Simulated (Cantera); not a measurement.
Feed: 1 mol SiO₂, 0.38 mol H₂, at 0.000580 bar.

These are equilibrium values from Cantera (NASA tables, ideal gas, pure condensed phases), not measurements of a reactor. Candidate condensed phases: H₂O, Si, SiO₂; 18 gas species. The tables hold silica as quartz up to 1696 K and as liquid above; real silica turns to tridymite and cristobalite and melts near 1996 K. Kinetics and transport are ignored.

Problem. Which condensed phases are stable at each of these points (T (K)): 1373, 1448, 1523, 1598, 1673, 1748, 1823, 1898?

Solution. 
```tsv
T (K)	condensed phases	Si condensed (%)
1373	SiO₂(β-quartz)	100.0
1448	SiO₂(β-quartz)	100.0
1523	SiO₂(β-quartz)	99.9
1598	SiO₂(β-quartz)	99.8
1673	SiO₂(β-quartz)	99.4
1748	SiO₂(condensed)	98.6
1823	SiO₂(condensed)	97.1
1898	SiO₂(condensed)	94.3
```

From 1373 K to 1673 K the condensed part is SiO₂(β-quartz). From 1748 K to 1898 K the condensed part is SiO₂(condensed).
